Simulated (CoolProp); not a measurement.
A single-stage vapour-compression cycle with R1336mzz(Z): evaporating at 311.15 K (dew point), condensing at 361.15 K (bubble point), superheat 10 K, subcooling 0 K, compressor efficiency 0.6, no pressure losses. Each further row changes one setting.

Values from CoolProp's reference Helmholtz-energy equation of state, McLinden 2020.

```tsv
case	cooling COP	pressure ratio	discharge temperature (K)	refrigerating effect (kJ/kg)	volumetric capacity (kJ/m³)
as stated	2.79	4.43	369.7	106	821
evaporating temperature 316.15 K	3.26	…	…	…	1000
condensing temperature 356.15 K	3.24	3.90	365.4	113	874
subcooling 5 K	2.97	4.43	369.7	113	874
superheat 20 K	…	4.43	…	…	860
compressor efficiency 0.5	2.33	4.43	…	106	821
```

Problem. Fill in the missing entries.

Solution. 
- evaporating temperature 316.15 K, pressure ratio: 3.72
- evaporating temperature 316.15 K, discharge temperature (K): 369.5
- evaporating temperature 316.15 K, refrigerating effect (kJ/kg): 110
- superheat 20 K, cooling COP: 2.91
- superheat 20 K, discharge temperature (K): 380.0
- superheat 20 K, refrigerating effect (kJ/kg): 116
- compressor efficiency 0.5, discharge temperature (K): 376.8
